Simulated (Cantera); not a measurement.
Feed: 1 mol SiCl4, 0.34 mol C2H2, 3.7 mol H2, 2 mol HCl, held at 10.0 mbar.

Cantera equilibrium calculation (NASA polynomials, part measured and part estimated; ideal gas, pure solids and liquids). Candidate condensed phases: C, C6H6, C7H8, C8H18, Si, SiC; 109 gas species. Gases not in the tables: Si2H6 and higher silanes. Rates play no part.

**Question.** What share of the Si ends up in condensed phases as a function of T (K), at 950, 1100, 1250, 1400, 1550, 1700, 1850, 2000, 2150, 2300, 2450, 2600?

**Answer.** 
| T (K) | Si condensed (%) | as |
|---|---|---|
| 950 | 0.0 | - |
| 1100 | 13.7 | SiC(s) |
| 1250 | 46.8 | SiC(s) |
| 1400 | 63.6 | SiC(s) |
| 1550 | 60.0 | SiC(s) |
| 1700 | 46.7 | SiC(s) |
| 1850 | 31.2 | SiC(s) |
| 2000 | 16.1 | SiC(s) |
| 2150 | 1.2 | SiC(s) |
| 2300 | 0.0 | - |
| 2450 | 0.0 | - |
| 2600 | 0.0 | - |
